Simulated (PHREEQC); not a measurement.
Make-up at 25 °C: 2.3 mmol/kgw TMAH and 0.034 mmol/kgw NaAlO2. It is in equilibrium with CO2 at log p = -3.4 (atm). Otherwise closed; pH follows from the charge balance.

Equilibrium calculation in PHREEQC: ion-association model, phreeqc.dat.

Task: The ionic strength comes out as 0.00238 mol/kgw. What activity coefficients do OH-, Na+, Al(OH)4-, HCO3-, CO3-2 get?

Result: OH- 0.95, Na+ 0.95, Al(OH)4- 0.95, HCO3- 0.95, CO3-2 0.81.

This is a speciation only: nothing precipitates in the calculation. Examples of supersaturated solids here: Gibbsite (slow to form). Others may be too. Complexes and solids missing from the database can't appear. (CH3)4N+ isn't in the database: it is added as a free cation with an ion size of 4 Å.
